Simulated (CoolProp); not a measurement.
Vapour-liquid equilibrium of R125 (1) + dimethyl ether (2) at 209.2 K; x and y are mole fractions of (1).

Model: multi-fluid Helmholtz-energy mixture model, Lemmon 2005 and Wu 2011; pair parameters Bell 2016, in CoolProp.

```tsv
x	bubble pressure (MPa)	y at the bubble point	dew pressure at overall composition x (MPa)	liquid density (mol/L)
0.05	0.01302	(withheld)	0.01287	16.87
0.2	0.01460	(withheld)	0.01373	16.24
0.35	(withheld)	0.554	0.01485	15.64
0.5	0.02107	0.750	0.01640	15.05
0.65	0.02674	(withheld)	(withheld)	14.47
0.8	0.03386	0.961	(withheld)	13.88
0.95	0.04120	(withheld)	0.03241	13.28
```

Q: What belongs in the gaps?

A: 
- 0.05, y at the bubble point: 0.079
- 0.2, y at the bubble point: 0.320
- 0.35, bubble pressure (MPa): 0.01712
- 0.65, y at the bubble point: 0.885
- 0.65, dew pressure at overall composition x (MPa): 0.01871
- 0.8, dew pressure at overall composition x (MPa): 0.02267
- 0.95, y at the bubble point: 0.994

No azeotrope shows between x = 0.05 and 0.95.

The pair parameters rest on a limited set of measurements; away from them the model extrapolates.
